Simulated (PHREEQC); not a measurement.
Solution (25 °C): 2.6 mol/kgw LiBr, 0.0034 mol/kgw Na2B4O7 and 0.17 mol/kgw KBr. Closed to the air; pH follows from the charge balance.

The numbers come from PHREEQC with the Pitzer model, pitzer.dat.

Task: The ionic strength comes out as 2.78 mol/kgw. What activity coefficients do Na+, B3O3(OH)4-, Br-, K+, B(OH)4- get?

Result: Na+ 1.5, B3O3(OH)4- 0.18, Br- 0.63, K+ 1.1, B(OH)4- 0.20. Single-ion values are on the MacInnes scale.

No solid was allowed to form. Species that the database lacks are ignored. In brines, pH and single-ion activities rest on the MacInnes convention.
